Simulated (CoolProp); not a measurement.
A simple Rankine cycle with n-pentane: condensing at 316.15 K, boiler at 1.16 MPa, turbine inlet 410.9 K, turbine efficiency 0.65, pump efficiency 0.6, no recuperator. Each further row changes one setting.

Computed with CoolProp (reference Helmholtz-energy equation of state, Thol 2019).

```csv
case,thermal efficiency (%),net work (kJ/kg),heat in (kJ/kg),turbine exit temperature (K),volume ratio over the turbine
as stated,10.6,(withheld),503,367.5,(withheld)
turbine inlet 430.9 K,10.5,57.8,553,389.8,9.83
condensing temperature 308.15 K,11.5,60.1,(withheld),363.6,13.3
boiler pressure 0.812 MPa,9.2,47.7,(withheld),377.6,(withheld)
turbine efficiency 0.55,(withheld),(withheld),503,371.8,10.4
```

Some entries are withheld; supply them.


- as stated, net work (kJ/kg): 53.4
- as stated, volume ratio over the turbine: 10.2
- condensing temperature 308.15 K, heat in (kJ/kg): 522
- boiler pressure 0.812 MPa, heat in (kJ/kg): 518
- boiler pressure 0.812 MPa, volume ratio over the turbine: 6.67
- turbine efficiency 0.55, thermal efficiency (%): 8.9
- turbine efficiency 0.55, net work (kJ/kg): 44.7
